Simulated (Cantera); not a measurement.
Source: NASA polynomial tables (part measured, part estimated), evaluated in Cantera. Values are per mole of reaction as written; species without (g) are pure solids or liquids, kept so even where they would boil at 1 bar.

Sr(OH)2 ⇌ H2(g) + O2(g) + Sr, with ΔH° = 968.9 kJ and ΔS° = 293.8 J/K at 300 K.

Question: How far is the shortcut ΔG° ≈ ΔH°(300 K) − T·ΔS°(300 K) from the full temperature-dependent value at 498, 598, 698, 798, 898, 998, 1098, 1198, 1298, 1398, 1498 K?

Answer: 
```json
[
 {"T (K)": "498", "shortcut (kJ)": "822.6", "full (kJ)": "822.4", "difference (kJ)": "0.2", "difference in log10 K": "-0.02", "condensed phases": "Sr(OH)2(s), Sr(s)"},
 {"T (K)": "598", "shortcut (kJ)": "793.2", "full (kJ)": "793.2", "difference (kJ)": "0.0", "difference in log10 K": "0.00", "condensed phases": "Sr(OH)2(s), Sr(s)"},
 {"T (K)": "698", "shortcut (kJ)": "763.8", "full (kJ)": "764.4", "difference (kJ)": "-0.6", "difference in log10 K": "0.04", "condensed phases": "Sr(OH)2(s), Sr(s)"},
 {"T (K)": "798", "shortcut (kJ)": "734.5", "full (kJ)": "736.5", "difference (kJ)": "-2.0", "difference in log10 K": "0.13", "condensed phases": "Sr(OH)2(l), Sr(s)"},
 {"T (K)": "898", "shortcut (kJ)": "705.1", "full (kJ)": "711.5", "difference (kJ)": "-6.4", "difference in log10 K": "0.37", "condensed phases": "Sr(OH)2(l), Sr(s)"},
 {"T (K)": "998", "shortcut (kJ)": "675.7", "full (kJ)": "687.1", "difference (kJ)": "-11.5", "difference in log10 K": "0.60", "condensed phases": "Sr(OH)2(l), Sr(s)"},
 {"T (K)": "1098", "shortcut (kJ)": "646.3", "full (kJ)": "663.0", "difference (kJ)": "-16.7", "difference in log10 K": "0.79", "condensed phases": "Sr(OH)2(l), Sr(l)"},
 {"T (K)": "1198", "shortcut (kJ)": "616.9", "full (kJ)": "639.0", "difference (kJ)": "-22.1", "difference in log10 K": "0.96", "condensed phases": "Sr(OH)2(l), Sr(l)"},
 {"T (K)": "1298", "shortcut (kJ)": "587.5", "full (kJ)": "615.5", "difference (kJ)": "-28.0", "difference in log10 K": "1.13", "condensed phases": "Sr(OH)2(l), Sr(l)"},
 {"T (K)": "1398", "shortcut (kJ)": "558.2", "full (kJ)": "592.4", "difference (kJ)": "-34.3", "difference in log10 K": "1.28", "condensed phases": "Sr(OH)2(l), Sr(l)"},
 {"T (K)": "1498", "shortcut (kJ)": "528.8", "full (kJ)": "569.7", "difference (kJ)": "-40.9", "difference in log10 K": "1.43", "condensed phases": "Sr(OH)2(l), Sr(l)"}
]
```
The shortcut ignores heat capacities and the phase changes listed.
